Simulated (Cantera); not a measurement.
A Cantera script and what it prints.

```python
import numpy as np
import cantera as ct

gas_names = """
    C CH CH2 CH3 CH4 C2 C2H C2H2,acetylene C2H2,vinylidene C2H3,vinyl C2H4 C2H5 C2H6 C3 C3H3,propargyl
    C3H4,allene C3H4,propyne C3H4,cyclo- C3H5,allyl C3H6,propylene C3H6,cyclo- C3H7,n-propyl
    C3H7,i-propyl C3H8 C4 C4H2 C4H4,1,3-cyclo- C4H6,butadiene C4H6,2-butyne C4H6,cyclo- C4H8,1-butene
    C4H8,cis2-buten C4H8,tr2-butene C4H8,isobutene C4H8,cyclo- C4H9,n-butyl C4H9,i-butyl C4H9,s-butyl
    C4H9,t-butyl C4H10,isobutane C4H10,n-butane C5 C5H6,1,3cyclo- C5H8,cyclo- C5H10,1-pentene
    C5H10,cyclo- C5H11,pentyl C5H11,t-pentyl C5H12,n-pentane C5H12,i-pentane CH3C(CH3)2CH3 C6H2
    C6H5,phenyl C6H6 C6H10,cyclo- C6H12,1-hexene C6H12,cyclo- C6H13,n-hexyl C7H7,benzyl C7H8
    C7H14,1-heptene C7H15,n-heptyl C7H16,n-heptane C8H8,styrene C8H10,ethylbenz C8H16,1-octene
    C8H17,n-octyl C8H18,isooctane C8H18,n-octane C9H19,n-nonyl C10H8,naphthale C10H21,n-decyl
    C12H9,o-bipheny C12H10,bipheny H H2 Si SiC SiC2 SiC4H12 SiH SiH2 SiH3 SiH4 Si2 Si2C Si3
""".split()
cond_names = """
    C(gr) C6H6(L) C7H8(L) C8H18(L),n-octa Si(cr) Si(L) SiC(b)
""".split()


def load(file, names, dense=False):
    # The tables refer to 1 bar. Condensed volumes are neglected.
    table = {s.name: s for s in ct.Species.list_from_file(file)}
    out = []
    for n in names:
        d = dict(table[n].input_data)
        d["thermo"] = dict(d["thermo"], **{"reference-pressure": 1e5})
        if dense:
            d["equation-of-state"] = {"model": "constant-volume", "density": "1e6 g/cm^3"}
        out.append(ct.Species.from_dict(d))
    return out


gas = ct.Solution(thermo="ideal-gas", species=load("nasa_gas.yaml", gas_names))
cond = {s.name: ct.Solution(thermo="fixed-stoichiometry", species=[s], name=s.name)
        for s in load("nasa_condensed.yaml", cond_names, dense=True)}
atoms = {
    'CH3SiH3': {'C': 1, 'H': 6, 'Si': 1},
    'CH4': {'C': 1, 'H': 4},
    'H2': {'H': 2},
}
top_T = {'C(gr)': 4500, 'SiC(b)': 3050}  # K; cautious upper limits of use, not melting points


def equilibrate(T, P, feed):
    n = {}
    for name, mol in feed.items():
        for a, k in atoms[name].items():
            n[a] = n.get(a, 0.0) + k * mol
    gas.TPX = T, P, n
    mass = sum(n.values()) * gas.mean_molecular_weight
    gas.equilibrate("TP")
    valid = [c for c in cond.values() if c.min_temp <= T <= top_T.get(c.name, c.max_temp)]
    mix = ct.Mixture([(gas, mass / gas.mean_molecular_weight)] + [(c, 0.0) for c in valid])
    mix.T, mix.P = T, P
    mix.equilibrate("TP", solver="vcs", rtol=1e-11, max_steps=5000)
    return mix


results = []
feed = {'CH3SiH3': 1, 'CH4': 0.036, 'H2': 35}  # mol
T = 2450  # K
P = 710  # Pa
mix = equilibrate(T, P, feed)
results.append((T, P, feed, dict(zip(mix.species_names, mix.species_moles))))
x = sorted(zip(gas.X, gas.species_names), reverse=True)
print(f"T = {T:g} K  P = {P:g} Pa  gas = {mix.phase_moles(0):.4g} mol")
print("   x: " + "  ".join(f"{s} {v:.3e}" for v, s in x if v > 1e-05))
print("   condensed (mol): " + ("  ".join(f"{mix.phase(i).name} {mix.phase_moles(i):.4g}"
      for i in range(1, mix.n_phases) if mix.phase_moles(i) > 1e-12) or "none"))
```

It prints:

```
T = 2450 K  P = 710 Pa  gas = 43.59 mol
   x: H2 7.624e-01  H 2.082e-01  Si 1.772e-02  C2H2,acetylene 6.652e-03  SiC2 3.968e-03  Si2C 4.062e-04  SiH 3.723e-04  C2H 1.170e-04  C3 3.163e-05  SiH2 2.519e-05  C4H2 2.392e-05  Si2 1.704e-05  C 1.162e-05
   condensed (mol): C(gr) 0.07226
```

Method: chemical equilibrium by Gibbs-energy minimisation in Cantera with the NASA 1993 tables (ideal gas, pure condensed phases). The feed counts by its element totals alone. Gases not in the tables: Si2H6 and higher silanes.
